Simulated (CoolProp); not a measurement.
Neopentane at 517.54 K and 0.492 MPa is throttled through a valve to 0.217 MPa with no heat exchange. Each further row changes one setting.

The numbers come from the reference Helmholtz-energy equation of state, Lemmon 2006 in CoolProp. It is a short technical equation, of lower accuracy than the large ones.

```json
[
 {"case": "as stated", "temperature change (K)": "-1.3", "final density (kg/m³)": "…"},
 {"case": "outlet pressure 0.0651 MPa", "temperature change (K)": "…", "final density (kg/m³)": "…"},
 {"case": "outlet pressure 0.282 MPa", "temperature change (K)": "…", "final density (kg/m³)": "…"}
]
```

Question: Some entries are withheld; supply them.

Answer: 
- as stated, final density (kg/m³): 3.70
- outlet pressure 0.0651 MPa, temperature change (K): -1.9
- outlet pressure 0.0651 MPa, final density (kg/m³): 1.10
- outlet pressure 0.282 MPa, temperature change (K): -1.0
- outlet pressure 0.282 MPa, final density (kg/m³): 4.82
